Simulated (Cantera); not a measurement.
Feed: 1 mol SiC, 0.044 mol N2O, 9.9 mol N2, 0.046 mol O2, equilibrated at 15.0 Pa.

Equilibrium computed with Cantera from the NASA thermochemical tables; the gas is ideal and each condensed phase is pure. Candidate condensed phases: C, Si, SiC, SiO2, Si2N2O, Si3N4; 34 gas species. Mutual solubility and eutectic melting of coexisting phases are not modelled. Equilibrium is a limit: real reactors are often held back by kinetics, nucleation or transport. All values below are at 1123 K.

Base state: N2 1.000 (mole fractions); condensed: C(graphite) + Si2N2O(s) + Si3N4(s).

### Question
What changes in the equilibrium state with this change: SiC replaced by Si?

### Answer
```
species           before  after
----------------  ------  -----
N2                 1.000   1.00
C(graphite), mol   1.000      0
Si2N2O(s), mol     0.136  0.136
Si3N4(s), mol      0.243  0.243
```
